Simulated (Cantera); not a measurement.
Mixture: CH4 : O2 : N2 = 1 : 1.67 : 6.27 (molar parts), equivalence ratio 1.2, at 0.493 atm, adiabatic and at constant volume. Ignition delay is the time to a rise of 400 K.

Cantera simulation using GRI-Mech 3.0 (53 species, 325 reactions); the numbers are that mechanism's predictions, not measurements.

**Question.** What does this change do: CH4 1 to 2 parts?

**Answer.** 
```
quantity                                                before       after
--------------------------------------------------  ----------  ----------
delay at 1273 K                                        29.9 ms     43.6 ms
delay at 1373 K                                        8.19 ms     11.7 ms
delay at 1473 K                                        2.65 ms     3.58 ms
delay at 1573 K                                        1.02 ms     1.28 ms
delay at 1673 K                                       0.463 ms    0.540 ms
apparent activation energy between 1573 and 1673 K  170 kJ/mol  190 kJ/mol
```
